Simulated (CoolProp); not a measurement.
Model: reference Helmholtz-energy equation of state, Lemmon 2006, in CoolProp. It is a short technical equation, of lower accuracy than the large ones.

Give the vapour pressure (kPa), enthalpy of vaporisation (kJ/kg), liquid cp (kJ/(kg K)) of saturated nitrous oxide at -18.65 °C.


```tsv
T (°C)	p (kPa)	enthalpy of vaporisation (kJ/kg)	liquid cp (kJ/(kg K))
-18.65	1870	274	2.00
```
